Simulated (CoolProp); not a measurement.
Model: reference Helmholtz-energy equation of state, Jacobsen 1992, in CoolProp.

For R11, give the phase and the Z, cp (kJ/(kg K)), speed of sound (m/s), isothermal compressibility (1/MPa) at 486.5 K and 0.826 MPa; 486.5 K and 1.65 MPa.


- 486.5 K and 0.826 MPa: gas; Z 0.941, cp 0.703, speed of sound 171, isothermal compressibility 1.29
- 486.5 K and 1.65 MPa: gas; Z 0.876, cp 0.739, speed of sound 162, isothermal compressibility 0.701
